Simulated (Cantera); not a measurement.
Input (Python, Cantera) and output of one run.

```python
import numpy as np
import cantera as ct

gas_names = """
    B BH BH2 BH3 BN BO BO2 B2 B2O B2O2 B2O3 B3O3H3 H HBO HBO2 HNO HNO2 HNO3 HO2 H2 H2O H2O2 H3B3O6 N NH
    NH2 NH3 NH2OH NO NO2 NO3 N2 N2H2 N2H4 N2O O OH O2 O3
""".split()
cond_names = """
    B(b) B(L) BN(s) B2O3(L) B3O3H3(cr) H2O(s) H2O(L)
""".split()


# ... load() reads the species with a 1 bar reference pressure and builds the phases ...
atoms = {
    'B2H6': {'B': 2, 'H': 6},
    'O2': {'O': 2},
    'N2': {'N': 2},
}
top_T = {'BN(s)': 3200}  # K; cautious upper limits of use, not melting points


# ... equilibrate(T, P, feed) seeds the gas with the atoms and calls Mixture.equilibrate('TP', solver="vcs", rtol=1e-11, max_steps=5000) ...
results = []
feed = {'B2H6': 1, 'O2': 6.4, 'N2': 1.3}  # mol
P = 200  # Pa
for T in [1423, 1573, 1723, 1873, 2023, 2173, 2323, 2473]:
    mix = equilibrate(T, P, feed)
    results.append((T, P, feed, dict(zip(mix.species_names, mix.species_moles))))
    x = sorted(zip(gas.X, gas.species_names), reverse=True)
    print(f"T = {T:g} K  P = {P:g} Pa  gas = {mix.phase_moles(0):.4g} mol")
    print("   x: " + "  ".join(f"{s} {v:.3e}" for v, s in x if v > 1e-06))
    print("   condensed (mol): " + ("  ".join(f"{mix.phase(i).name} {mix.phase_moles(i):.4g}"
          for i in range(1, mix.n_phases) if mix.phase_moles(i) > 1e-12) or "none"))
```

Output:

```
T = 1423 K  P = 200 Pa  gas = 8.309 mol
   x: O2 4.088e-01  H2O 2.899e-01  N2 1.562e-01  HBO2 1.419e-01  B2O3 2.052e-03  NO 5.111e-04  OH 3.670e-04  BO2 2.233e-04  H3B3O6 3.969e-05  O 1.925e-05  H2 6.480e-06
   condensed (mol): B2O3(L) 0.392
T = 1573 K  P = 200 Pa  gas = 8.706 mol
   x: O2 3.893e-01  H2O 2.381e-01  HBO2 2.116e-01  N2 1.488e-01  B2O3 8.398e-03  BO2 1.333e-03  OH 1.221e-03  NO 1.018e-03  O 1.457e-04  H2 4.097e-05  H 5.820e-06  H3B3O6 1.630e-06
   condensed (mol): none
T = 1723 K  P = 200 Pa  gas = 8.721 mol
   x: O2 3.868e-01  H2O 2.401e-01  HBO2 2.038e-01  N2 1.481e-01  B2O3 1.090e-02  BO2 3.744e-03  OH 3.620e-03  NO 1.861e-03  O 7.907e-04  H2 2.198e-04  H 6.045e-05  BO 1.815e-06
   condensed (mol): none
T = 1873 K  P = 200 Pa  gas = 8.76 mol
   x: O2 3.811e-01  H2O 2.402e-01  HBO2 1.933e-01  N2 1.469e-01  B2O3 1.312e-02  OH 8.965e-03  BO2 8.741e-03  O 3.263e-03  NO 3.068e-03  H2 9.012e-04  H 4.332e-04  BO 1.992e-05  HBO 2.516e-06
   condensed (mol): none
T = 2023 K  P = 200 Pa  gas = 8.859 mol
   x: O2 3.690e-01  H2O 2.356e-01  HBO2 1.787e-01  N2 1.444e-01  OH 1.912e-02  BO2 1.751e-02  B2O3 1.468e-02  O 1.082e-02  NO 4.627e-03  H2 2.971e-03  H 2.315e-03  BO 1.499e-04  HBO 1.355e-05  HO2 1.544e-06
   condensed (mol): none
T = 2173 K  P = 200 Pa  gas = 9.095 mol
   x: O2 3.458e-01  H2O 2.202e-01  HBO2 1.579e-01  N2 1.397e-01  OH 3.546e-02  BO2 3.062e-02  O 2.989e-02  B2O3 1.523e-02  H 9.683e-03  H2 8.052e-03  NO 6.413e-03  BO 8.329e-04  HBO 5.573e-05  HO2 2.468e-06
   condensed (mol): none
T = 2323 K  P = 200 Pa  gas = 9.633 mol
   x: O2 3.060e-01  H2O 1.852e-01  N2 1.309e-01  HBO2 1.281e-01  O 7.013e-02  OH 5.638e-02  BO2 4.691e-02  H 3.239e-02  H2 1.770e-02  B2O3 1.441e-02  NO 8.094e-03  BO 3.598e-03  HBO 1.784e-04  HO2 3.340e-06  B2O2 3.235e-06
   condensed (mol): none
T = 2473 K  P = 200 Pa  gas = 10.77 mol
   x: O2 2.465e-01  O 1.406e-01  H2O 1.255e-01  N2 1.161e-01  HBO2 8.772e-02  H 8.558e-02  OH 7.324e-02  BO2 6.153e-02  H2 2.946e-02  BO 1.236e-02  B2O3 1.180e-02  NO 9.114e-03  HBO 4.309e-04  B2O2 9.714e-06  HO2 3.570e-06  N 1.730e-06
   condensed (mol): none
```

Method: chemical equilibrium by Gibbs-energy minimisation in Cantera with the NASA 1993 tables (ideal gas, pure condensed phases). The feed counts by its element totals alone. Gases not in the tables: H3BO3.
